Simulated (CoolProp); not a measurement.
2000 sccm (0 °C, 1 atm) of nitrogen bubbles through liquid the fluoroketone C6F12O (FK-5-1-12) at 299.5 K and leaves saturated at a total pressure of 0.15 MPa (ideal gas phase). Each further row changes one setting.

The numbers come from the reference Helmholtz-energy equation of state, McLinden 2015 in CoolProp.

```json
[
 {"case": "as stated", "vapour pressure (kPa)": "42.8", "mole fraction of vapour": "0.285", "delivery (mg/min)": "11200", "delivery (sccm)": "797", "change of delivery for a bath 1 K warmer (%)": "6.0"},
 {"case": "bath temperature 304.5 K", "vapour pressure (kPa)": "52.4", "mole fraction of vapour": "0.349", "delivery (mg/min)": "15100", "delivery (sccm)": "1070", "change of delivery for a bath 1 K warmer (%)": "6.4"},
 {"case": "total pressure 0.3 MPa", "vapour pressure (kPa)": "42.8", "mole fraction of vapour": "0.143", "delivery (mg/min)": "4690", "delivery (sccm)": "332", "change of delivery for a bath 1 K warmer (%)": "5.0"}
]
```
